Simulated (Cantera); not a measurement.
An isothermal, constant-pressure homogeneous reactor starts with H2 : O2 : N2 = 0.03 : 1 : 4.9 (molar parts), at 1375 K and 1330 Pa. Integrator tolerance rtol = 1e-08.

Model: the H2/O2 subset of GRI-Mech 3.0, which has no nitrogen chemistry, integrated in Cantera. Radical loss at walls, strong at low pressure, is not modelled.

Task: What does this change do: pressure from 1330 Pa to 1600 Pa?

Result: 
```
quantity                                             before                                     after
-----------------  ----------------------------------------  ----------------------------------------
x(H2) at 1.00 s     2.16e-5 (gas-phase equilibrium 3.31e-8)   1.58e-5 (gas-phase equilibrium 3.02e-8)
x(O2) at 1.00 s         0.166 (gas-phase equilibrium 0.167)       0.166 (gas-phase equilibrium 0.167)
x(OH) at 1.00 s    0.000380 (gas-phase equilibrium 1.50e-5)  0.000325 (gas-phase equilibrium 1.43e-5)
x(H) at 1.00 s      9.44e-5 (gas-phase equilibrium 5.44e-9)   5.81e-5 (gas-phase equilibrium 4.74e-9)
x(O) at 1.00 s      0.00154 (gas-phase equilibrium 2.26e-6)   0.00111 (gas-phase equilibrium 2.07e-6)
x(H2O2) at 1.00 s  3.33e-9 (gas-phase equilibrium 2.25e-11)  3.42e-9 (gas-phase equilibrium 2.47e-11)
x(H2O) at 1.00 s    0.00481 (gas-phase equilibrium 0.00506)   0.00486 (gas-phase equilibrium 0.00506)
```

Task: What does this change do: temperature 1375 to 1275 K?

Result: 
```json
[
 {"quantity": "x(H2) at 1.00 s", "before": "2.16e-5 (gas-phase equilibrium 3.31e-8)", "after": "1.53e-5 (gas-phase equilibrium 5.98e-9)"},
 {"quantity": "x(O2) at 1.00 s", "before": "0.166 (gas-phase equilibrium 0.167)", "after": "0.166 (gas-phase equilibrium 0.167)"},
 {"quantity": "x(OH) at 1.00 s", "before": "0.000380 (gas-phase equilibrium 1.50e-5)", "after": "0.000245 (gas-phase equilibrium 4.90e-6)"},
 {"quantity": "x(H) at 1.00 s", "before": "9.44e-5 (gas-phase equilibrium 5.44e-9)", "after": "6.47e-5 (gas-phase equilibrium 4.97e-10)"},
 {"quantity": "x(O) at 1.00 s", "before": "0.00154 (gas-phase equilibrium 2.26e-6)", "after": "0.00103 (gas-phase equilibrium 3.97e-7)"},
 {"quantity": "x(H2O2) at 1.00 s", "before": "3.33e-9 (gas-phase equilibrium 2.25e-11)", "after": "4.89e-9 (gas-phase equilibrium 1.08e-11)"},
 {"quantity": "x(H2O) at 1.00 s", "before": "0.00481 (gas-phase equilibrium 0.00506)", "after": "0.00490 (gas-phase equilibrium 0.00507)"}
]
```
